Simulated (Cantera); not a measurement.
A closed system holds: 1 mol borazine, 4.7 mol H2O, 22 mol H2, held at 39.0 Pa.

Method: chemical equilibrium by Gibbs-energy minimisation in Cantera with the NASA 1993 tables (ideal gas, pure condensed phases). Candidate condensed phases: B, BN, B2O3, B3O3H3, H2O; 39 gas species. The feed counts by its element totals alone. Rates play no part. All values below are at 1750 K.

Base state: H2 0.869, N2 0.0455, HBO2 0.0297, B2O3 0.0188, HBO 0.0170, H 0.0110, BO 0.00405, H2O 0.00313 (mole fractions); condensed: gas only.

Q: What changes in the equilibrium state with this change: H2 from 22 to 110 mol?

A: 
| species | before | after |
|---|---|---|
| H2 | 0.869 | 0.952 |
| N2 | 0.0455 | 0.0123 |
| H | 0.0110 | 0.0115 |
| HBO2 | 0.0297 | 0.00922 |
| B2O3 | 0.0188 | 0.00252 |
| HBO | 0.0170 | 0.00803 |
| B2O2 | 0.00139 | 0.000284 |
| BO2 | 2.67e-5 | 7.94e-6 |
| BO | 0.00405 | 0.00183 |
